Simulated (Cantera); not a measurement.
A perfectly stirred reactor is fed with C₃H₈ : O₂ : N₂ : H₂O = 1 : 5 : 18.8 : 0.63 (molar parts), at 4.15 atm; it is adiabatic with a 400 K inlet, and is followed from long to short residence time, starting on the burning branch (τ in s: 0.026, 0.0097, 0.0037, 0.0014, 0.00054, 0.00021, 7.8e-05, 3e-05, 1.1e-05, 4.3e-06).

Computed with Cantera and GRI-Mech 3.0 (53 species, 325 reactions). GRI-Mech 3.0 was tuned for natural gas; its chemistry of propane as a main component is partial and can be far from experiment.

Problem. Predict: blow-out, bracketed by the residence times tried; x(C₃H₈) at τ = 26.0 ms; x(O₂) at τ = 26.0 ms; x(H₂O) at τ = 26.0 ms; x(OH) at τ = 26.0 ms; x(CH₄) at τ = 26.0 ms; x(C₃H₈) at τ = 0.210 ms; x(O₂) at τ = 0.210 ms; x(H₂O) at τ = 0.210 ms; x(OH) at τ = 0.210 ms; x(CH₄) at τ = 0.210 ms.

Solution. 
```json
{
  "blow_out_bracketed_by_the_residence_times_tried": "burning at 30.0 µs, out at 11.0 µs",
  "x(C₃H₈) at τ = 26.0 ms": "2.14e-7",
  "x(O₂) at τ = 26.0 ms": "0.00569",
  "x(H₂O) at τ = 26.0 ms": "0.169",
  "x(OH) at τ = 26.0 ms": "0.00312",
  "x(CH₄) at τ = 26.0 ms": "6.49e-7",
  "x(C₃H₈) at τ = 0.210 ms": "1.40e-5",
  "x(O₂) at τ = 0.210 ms": "0.0165",
  "x(H₂O) at τ = 0.210 ms": "0.158",
  "x(OH) at τ = 0.210 ms": "0.00639",
  "x(CH₄) at τ = 0.210 ms": "1.29e-5"
}
```
